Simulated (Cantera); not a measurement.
A closed system holds: 1 mol Si(CH₃)₄, 0.01 mol C₂H₂, 9.8 mol H₂, 4.1 mol HCl, at 0.300 bar.

Cantera equilibrium calculation (NASA polynomials, part measured and part estimated; ideal gas, pure solids and liquids). Candidate condensed phases: C, C₆H₆, C₇H₈, C₈H₁₈, Si, SiC; 109 gas species. Rates play no part.

### Question
What share of the Si ends up in condensed phases as a function of T (K), at 1023, 1098, 1173, 1248, 1323, 1398, 1473, 1548, 1623, 1698, 1773, 1848, 1923, 1998?

### Answer
| T (K) | Si condensed (%) | as |
|---|---|---|
| 1023 | 39.7 | SiC(s) |
| 1098 | 56.9 | SiC(s) |
| 1173 | 72.9 | SiC(s) |
| 1248 | 85.0 | SiC(s) |
| 1323 | 91.9 | SiC(s) |
| 1398 | 94.9 | SiC(s) |
| 1473 | 95.9 | SiC(s) |
| 1548 | 95.7 | SiC(s) |
| 1623 | 95.1 | SiC(s) |
| 1698 | 94.0 | SiC(s) |
| 1773 | 92.7 | SiC(s) |
| 1848 | 91.2 | SiC(s) |
| 1923 | 89.4 | SiC(s) |
| 1998 | 87.5 | SiC(s) |
